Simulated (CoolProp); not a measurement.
Saturated liquid density (kg/m³) of carbon dioxide: the reference equation beside estimates from Tc = 304.1 K, pc = 7377 kPa, ω = 0.224. Rackett uses Z = 0.29056 − 0.08775 ω.

The numbers come from the reference Helmholtz-energy equation of state, Span 1996 in CoolProp.

| T (K) | reference | Rackett | van der Waals | Redlich-Kwong | Soave-Redlich-Kwong | Peng-Robinson |
|---|---|---|---|---|---|---|
| 236.3 | 1104 | 1110 | 679.6 | 967.2 | 1007 | 1143 |
| 240.5 | 1087 | ? | 669.0 | ? | 988.2 | 1121 |
| 244.6 | ? | 1076 | 658.3 | 928.9 | 968.9 | 1100 |
| 248.7 | 1052 | 1058 | 647.2 | 908.9 | 948.8 | 1077 |
| 252.8 | 1033 | 1040 | 635.7 | 888.1 | 927.7 | 1053 |
| 256.9 | 1014 | 1021 | 623.6 | 866.4 | 905.6 | 1028 |
| 261.1 | 993.4 | 1000 | 610.7 | 843.1 | 881.7 | 1000 |
| 265.2 | 972.2 | 979.4 | 597.5 | ? | 857.0 | 971.9 |

### Question
What belongs in the gaps?

### Answer

- 240.5, Rackett: 1093
- 240.5, Redlich-Kwong: 948.2
- 244.6, reference: 1070
- 265.2, Redlich-Kwong: 819.3

Absolute difference from the reference over all 8 rows, mean and median: Rackett 0.6 and 0.6 %, van der Waals 38.5 and 38.5 %, Redlich-Kwong 13.9 and 13.8 %, Soave-Redlich-Kwong 10.1 and 10.0 %, Peng-Robinson 2.0 and 2.2 %.
